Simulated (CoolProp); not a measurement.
Vapour-liquid equilibrium of nitrogen (1) + methane (2) at -161.65 °C; x and y are mole fractions of (1).

Values from CoolProp's multi-fluid Helmholtz-energy mixture model, Span 2000 and Setzmann 1991; pair parameters Kunz 2012.

| x | bubble pressure (MPa) | y at the bubble point | dew pressure at overall composition x (MPa) | liquid density (mol/L) |
|---|---|---|---|---|
| 0.05 | … | 0.543 | 0.1052 | 26.23 |
| 0.2 | 0.5091 | 0.811 | 0.1252 | 25.87 |
| 0.35 | 0.7317 | 0.877 | 0.1544 | 25.43 |
| 0.5 | 0.9177 | 0.911 | 0.2004 | 24.90 |
| 0.65 | 1.092 | 0.936 | … | 24.23 |
| 0.8 | 1.279 | … | 0.4826 | 23.38 |
| 0.95 | 1.506 | 0.988 | 1.203 | 22.23 |

Question: Some entries are withheld; supply them.

Answer: 
- 0.05, bubble pressure (MPa): 0.2191
- 0.65, dew pressure at overall composition x (MPa): 0.2841
- 0.8, y at the bubble point: 0.960

No azeotrope shows between x = 0.05 and 0.95.

Pair parameters are fitted to limited data, so mixtures are less certain than the pure fluids. The gap from Raoult's law changes sign with composition, which may be real or a fault of the pair parameters; it wasn't checked against measurements.
